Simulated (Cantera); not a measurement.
An isothermal, constant-pressure homogeneous reactor starts with NO : N2 = 1 : 1.3 (molar parts), at 1750 K and 0.0130 bar. Integrator tolerance rtol = 1e-08.

Cantera simulation using GRI-Mech 3.0 (53 species, 325 reactions); the numbers are that mechanism's predictions, not measurements. Radical loss at walls, strong at low pressure, is not modelled.

What does this change do: pressure from 0.0130 bar to 0.0490 bar?


```tsv
quantity	before	after
x(NO) at 9.00 s	0.426 (gas-phase equilibrium 0.00353)	0.407 (gas-phase equilibrium 0.00353)
x(O) at 9.00 s	7.81e-5 (gas-phase equilibrium 0.000306)	4.99e-5 (gas-phase equilibrium 0.000158)
x(N2O) at 9.00 s	6.27e-5 (gas-phase equilibrium 2.32e-8)	6.00e-5 (gas-phase equilibrium 4.51e-8)
x(NO2) at 9.00 s	2.10e-5 (gas-phase equilibrium 1.14e-6)	6.71e-5 (gas-phase equilibrium 2.21e-6)
x(O2) at 9.00 s	0.00428 (gas-phase equilibrium 0.215)	0.0138 (gas-phase equilibrium 0.216)
```
